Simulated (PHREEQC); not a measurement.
A column of 0.1 m (30 cells, dispersivity 0.0035 m, 60 s a shift, diffusion coefficient 3e-10 m²/s) holds 0.14 eq of the database's cation exchanger X per kg of pore water, first in equilibrium with 0.025 mol CdCl2 and 1e-05 mol HCl per kg of water. It is flushed with 4.2 mmol/kgw SrCl2, 22 mmol/kgw BaCl2, 31 mmol/kgw KCl and 0.01 mmol/kgw HCl, at 40 °C. Values are for the last cell. The system is closed to CO2. Precipitation was switched off in this run.

Base run: PHREEQC, ion-association model, phreeqc.dat. Each further column changes one thing. The table gives Cd in solution (mol/kgw).

| pore volumes | base | exchange capacity from 0.14 to 0.07 eq/kgw | dispersivity from 0.0035 to 0.007 m |
|---|---|---|---|
| 0 | 0.0250 | 0.0250 | 0.0250 |
| 1.017 | 0.0346 | 0.0345 | 0.0348 |
| 2.017 | 0.0395 | [?] | 0.0374 |
| 3.017 | 0.00523 | 2.91e-5 | 0.00862 |
| 4.017 | 2.49e-5 | [?] | [?] |
| 5.017 | 1.67e-7 | [?] | [?] |
| 6.017 | 1.23e-9 | [?] | 1.34e-6 |

**Question.** What belongs in the gaps?

**Answer.** 
- 2.017, exchange capacity from 0.14 to 0.07 eq/kgw: 0.00894
- 4.017, exchange capacity from 0.14 to 0.07 eq/kgw: 9.93e-8
- 4.017, dispersivity from 0.0035 to 0.007 m: 0.000398
- 5.017, exchange capacity from 0.14 to 0.07 eq/kgw: 3.35e-10
- 5.017, dispersivity from 0.0035 to 0.007 m: 2.23e-5
- 6.017, exchange capacity from 0.14 to 0.07 eq/kgw: 1.12e-12

Constants without temperature data keep their 25 °C values here.
